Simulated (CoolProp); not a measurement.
Values from CoolProp's reference Helmholtz-energy equation of state, Wagner 2002.

**Question.** For water, give the phase and the cp (kJ/(kg K)) at 537.2 K and 56.1 kPa; 596 K and 1880 kPa; 994.2 K and 76700 kPa.

**Answer.** 
- 537.2 K and 56.1 kPa: gas; cp 1.99
- 596 K and 1880 kPa: gas; cp 2.25
- 994.2 K and 76700 kPa: supercritical; cp 3.71
